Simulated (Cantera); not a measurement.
Feed: 1 mol Fe₂O₃, 150 mol H₂, 7.8 mol N₂, equilibrated at 0.0133 bar.

These are equilibrium values from Cantera (NASA tables, ideal gas, pure condensed phases), not measurements of a reactor. Candidate condensed phases: Fe, FeO, Fe(OH)₂, Fe(OH)₃, Fe₂O₃, Fe₃O₄, H₂O; 27 gas species. Rates play no part.

Q: Which condensed phases are stable at each of these points (T (°C)): 1277, 1327, 1377, 1427, 1477, 1527, 1577?

A: 
```json
[
 {"T (°C)": "1277", "condensed phases": "Fe(γ)", "Fe condensed (%)": "99.8"},
 {"T (°C)": "1327", "condensed phases": "Fe(γ)", "Fe condensed (%)": "99.4"},
 {"T (°C)": "1377", "condensed phases": "Fe(γ)", "Fe condensed (%)": "98.4"},
 {"T (°C)": "1427", "condensed phases": "Fe(δ)", "Fe condensed (%)": "96.3"},
 {"T (°C)": "1477", "condensed phases": "Fe(δ)", "Fe condensed (%)": "91.7"},
 {"T (°C)": "1527", "condensed phases": "Fe(δ)", "Fe condensed (%)": "82.5"},
 {"T (°C)": "1577", "condensed phases": "Fe(l)", "Fe condensed (%)": "65.1"}
]
```

From 1277 °C to 1377 °C the condensed part is Fe(γ). From 1427 °C to 1527 °C the condensed part is Fe(δ). At 1577 °C the condensed part is Fe(l).
